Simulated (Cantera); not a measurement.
Feed: 1 mol SiH₂Cl₂, 22 mol NH₃, held at 1.00 bar.

Method: chemical equilibrium by Gibbs-energy minimisation in Cantera with the NASA 1993 tables (ideal gas, pure condensed phases). Candidate condensed phases: NH₄Cl, Si, Si₃N₄; 28 gas species. The tables' values for SiCl, SiCl₃ are old estimates; treat these amounts as uncertain. Gases not in the tables: Si₂H₆ and higher silanes. Kinetics and transport are ignored.

log p: log10 of the partial pressure in bar; n: condensed amount in mol.

| T (K) | log p H₂ | log p N₂ | log p HCl | log p SiCl₂ | log p H | n Si₃N₄(s) |
|---|---|---|---|---|---|---|
| 1575 | -0.14 | -0.64 | -1.36 | -4.09 | -4.45 | 0.332 |
| 1650 | -0.14 | -0.64 | -1.36 | -3.71 | -4.11 | 0.330 |
| 1725 | -0.14 | -0.64 | -1.36 | -3.37 | -3.80 | 0.326 |
| 1800 | -0.14 | -0.64 | -1.37 | [?] | [?] | 0.320 |
| 1875 | -0.14 | -0.64 | -1.39 | -2.80 | -3.25 | 0.308 |
| 1950 | -0.14 | -0.64 | -1.41 | [?] | [?] | 0.291 |
| 2025 | -0.14 | -0.64 | -1.45 | -2.40 | -2.78 | 0.267 |

Q: Some entries are withheld; supply them.

A: 
- 1950, log p SiCl₂: -2.58
- 1950, log p H: -3.01
- 1800, log p SiCl₂: -3.06
- 1800, log p H: -3.51
